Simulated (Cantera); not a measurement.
Premixed flame

A freely propagating, adiabatic, planar premixed flame of CH4 : C2H6 : O2 : N2 = 1 : 0.95 : 3.55 : 13.3 (molar parts), unburnt at 425 K and 5.13 atm; mixture-averaged transport, grid criteria slope 0.08 and curve 0.16, no radiation.

Model: GRI-Mech 3.0 (53 species, 325 reactions), integrated in Cantera. Burning velocities carry a grid error of a few per cent, more on coarse grids.

```csv
z (mm),T (K),u (m/s),x CH4,x C2H6,x O2,x HCO,x N2O,x H2
-0.612,425,0.194,0.0530,0.0504,0.188,<1e-8,<1e-8,0.00331
-0.408,431,0.198,0.0525,0.0501,0.187,<1e-8,<1e-8,0.00899
-0.306,450,0.208,0.0516,0.0496,0.184,<1e-8,<1e-8,0.0151
-0.204,564,0.264,0.0481,0.0470,0.173,<1e-8,<1e-8,0.0262
-0.102,1003,0.486,0.0359,0.0315,0.125,1.13e-8,1.75e-8,0.0411
-0.0510,1382,0.684,0.0251,0.0126,0.0790,2.51e-6,3.84e-8,0.0486
0,1730,0.872,0.0137,0.00118,0.0351,6.53e-6,5.61e-8,0.0535
0.0510,1915,0.969,0.00681,8.91e-5,0.0129,2.44e-6,4.07e-8,0.0553
0.102,1988,1.01,0.00433,2.24e-5,0.00505,9.54e-7,2.14e-8,0.0568
0.204,2030,1.03,0.00298,4.72e-6,0.00114,2.45e-7,<1e-8,0.0595
0.408,2042,1.03,0.00228,1.21e-6,0.000145,8.50e-8,<1e-8,0.0630
0.816,2041,1.03,0.00169,5.03e-7,7.19e-6,5.87e-8,<1e-8,0.0667
1.63,2037,1.04,0.00114,2.17e-7,1.82e-7,5.06e-8,<1e-8,0.0702
```
x: mole fraction of selected species; z is measured from the peak of heat release.

| Property | Result |
|---|---|
| laminar burning velocity | 19.3 cm/s |
| thermal thickness | 0.204 mm |
| peak x(HCO) | 7.16e-6 |
| peak x(H2) | 0.0757 |
| grid points | 126 |
